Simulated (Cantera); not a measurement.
Cantera with NASA thermochemical tables; ideal gases at 1 bar, condensed phases pure. Values are per mole of reaction as written; species without (g) are pure solids or liquids, kept so even where they would boil at 1 bar.

### Question
Between 525 and 1125 K, where is each reaction favourable under standard conditions?
- 2 BN + 3 F2(g) → N2(g) + 2 BF3(g)

### Answer
- 2 BN + 3 F2(g) → N2(g) + 2 BF3(g): ΔG° is -1802 kJ at 525 K and -1834 kJ at 1125 K; it stays negative (K > 1). ΔH° is -1779 kJ and ΔS° 48 J/K at 1125 K.
